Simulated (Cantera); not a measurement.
# Roasting and sulfation: MgO + H2S + N2

Feed: 1 mol MgO, 1 mol H2S, 4.4 mol N2, held at 15.8 Torr.

These are equilibrium values from Cantera (NASA tables, ideal gas, pure condensed phases), not measurements of a reactor. Candidate condensed phases: H2O, H2SO4, Mg, MgO, Mg(OH)2, MgS, MgSO4, S; 43 gas species. Mutual solubility and eutectic melting of coexisting phases are not modelled. Gases not in the tables: S3 to S7. Rates play no part.

| T (K) | x N2 | x H2 | x H2S | x S2 | x SH | n MgO(s) | n MgS(s) |
|---|---|---|---|---|---|---|---|
| 1075 | 0.788 | 0.0649 | 0.108 | 0.0325 | 7.03e-5 | 0.967 | 0.0334 |
| 1150 | 0.780 | 0.0859 | 0.0852 | 0.0429 | 0.000160 | 0.966 | 0.0340 |
| 1225 | 0.772 | 0.105 | 0.0646 | 0.0524 | 0.000315 | 0.968 | 0.0323 |
| 1300 | 0.765 | 0.121 | 0.0478 | 0.0603 | 0.000553 | 0.971 | 0.0291 |
| 1375 | 0.760 | 0.133 | 0.0349 | 0.0663 | 0.000886 | 0.975 | 0.0253 |
| 1450 | 0.757 | 0.142 | 0.0255 | 0.0707 | 0.00132 | 0.978 | 0.0216 |
| 1525 | 0.754 | 0.148 | 0.0188 | 0.0737 | 0.00187 | 0.982 | 0.0183 |
| 1600 | 0.752 | 0.153 | 0.0141 | 0.0757 | 0.00253 | 0.984 | 0.0153 |
| 1675 | 0.750 | 0.156 | 0.0106 | 0.0769 | 0.00330 | 0.987 | 0.0120 |
| 1750 | 0.748 | 0.157 | 0.00819 | 0.0778 | 0.00419 | 0.988 | 0.00499 |
| 1825 | 0.745 | 0.157 | 0.00632 | 0.0778 | 0.00516 | 0.983 | 0 |
| 1900 | 0.741 | 0.155 | 0.00488 | 0.0767 | 0.00616 | 0.967 | 0 |
x: gas mole fraction; n: condensed amount in mol.

From 1075 K to 1750 K the condensed part is MgO(s) + MgS(s). From 1825 K to 1900 K the condensed part is MgO(s).
